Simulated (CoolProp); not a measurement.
Vapour pressure (MPa) of nitrous oxide: the reference equation beside estimates from Tc = 309.5 K, pc = 7.245 MPa, ω = 0.161. Clausius-Clapeyron is anchored at 239.3 K with a constant enthalpy of vaporisation of 13.25 kJ/mol.

Values from CoolProp's reference Helmholtz-energy equation of state, Lemmon 2006. It is a short technical equation, of lower accuracy than the large ones.

```csv
T (K),reference,Lee-Kesler,Clausius-Clapeyron,Redlich-Kwong
219.8,0.5670,0.5683,0.6425,0.7143
222.6,0.6337,0.6353,0.7039,0.7925
225.4,0.7061,0.7080,0.7694,0.8767
228.2,0.7846,0.7867,0.8392,0.9670
230.9,0.8661,0.8685,0.9106,1.060
233.7,0.9572,0.9597,0.9891,1.163
236.5,1.055,1.058,1.072,1.273
239.3,1.160,1.163,1.160,1.390
242.1,1.273,1.276,1.253,1.515
244.8,1.389,1.392,1.348,1.642
247.6,1.517,1.520,1.451,1.781
250.4,1.654,1.657,1.559,1.928
253.2,1.800,1.802,1.673,2.084
255.9,1.949,1.951,1.788,2.241
```

Absolute difference from the reference over all 14 rows, mean and median: Lee-Kesler 0.2 and 0.2 %, Clausius-Clapeyron 5.7 and 5.4 %, Redlich-Kwong 20.3 and 20.2 %.
